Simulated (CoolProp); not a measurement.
Properties of toluene along the isobar 0.101 MPa.

Computed with CoolProp (reference Helmholtz-energy equation of state, Lemmon 2006). It is a short technical equation, of lower accuracy than the large ones.

| T (K) | phase | density (kg/m³) | isothermal compressibility (1/MPa) | expansivity (1/kK) | viscosity (µPa s) | Prandtl number |
|---|---|---|---|---|---|---|
| 427.1 | gas | 2.694 | 10.19 | 2.575 | 9.81 | 0.730 |
| 441.9 | gas | 2.596 | 10.15 | 2.460 | 10.1 | 0.727 |
| 456.8 | gas | 2.504 | 10.12 | 2.357 | 10.5 | 0.725 |
| 471.6 | gas | 2.420 | 10.10 | 2.264 | 10.8 | 0.723 |
| 486.5 | gas | 2.341 | 10.08 | 2.180 | 11.2 | 0.721 |
| 501.3 | gas | 2.268 | 10.06 | 2.103 | 11.5 | 0.720 |
| 516.1 | gas | 2.200 | 10.05 | 2.032 | 11.8 | 0.719 |
| 531 | gas | 2.135 | 10.03 | 1.966 | 12.2 | 0.717 |
| 545.8 | gas | 2.075 | 10.02 | 1.905 | 12.5 | 0.716 |
| 560.6 | gas | 2.018 | 10.01 | 1.849 | 12.8 | 0.715 |
| 575.5 | gas | 1.964 | 10.00 | 1.795 | 13.2 | 0.714 |
| 590.3 | gas | 1.914 | 9.993 | 1.746 | 13.5 | 0.713 |
| 605.2 | gas | 1.865 | 9.985 | 1.699 | 13.8 | 0.712 |
| 620 | gas | 1.819 | 9.979 | 1.655 | 14.2 | 0.712 |

Viscosity comes from a separate model (Avgeri 2015). Thermal conductivity comes from a separate model (Assael 2012).
